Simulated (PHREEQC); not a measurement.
# Hard or scaling water: speciation

Make-up at 25 °C: 0.0014 mol CaSO4, 0.00027 mol CO2 and 6.8e-06 mol H4SiO4 per kg of water. Closed to the air; pH follows from the charge balance.

All values are PHREEQC results (ion-association model, wateq4f.dat), not measurements.

Precipitation was switched off in this run.

**Question.** What pH, ionic strength does the model give?

**Answer.** pH 4.99; ionic strength 0.00494 mol/kgw.

**Question.** In which forms is S present?

**Answer.** SO4-2 88 %, CaSO4 12 % of the S.

Species that the database lacks are ignored.
